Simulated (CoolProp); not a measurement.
Properties of R11 at several states.

Values from CoolProp's reference Helmholtz-energy equation of state, Jacobsen 1992.

```tsv
T (K)	p (bar)	phase	isothermal compressibility (1/MPa)	conductivity (mW/(m K))
203.4	0.794	liquid	(withheld)	(withheld)
409.1	116	liquid	(withheld)	(withheld)
327.1	9.67	liquid	(withheld)	(withheld)
```

Problem. Some entries are withheld; supply them.

Solution. 
- 203.4, isothermal compressibility (1/MPa): 0.0007329
- 203.4, conductivity (mW/(m K)): 117
- 409.1, isothermal compressibility (1/MPa): 0.005115
- 409.1, conductivity (mW/(m K)): 64.6
- 327.1, isothermal compressibility (1/MPa): 0.002571
- 327.1, conductivity (mW/(m K)): 79.0

Thermal conductivity comes from a separate model (McLinden 2000), an estimate that may be off by 10 % or more.
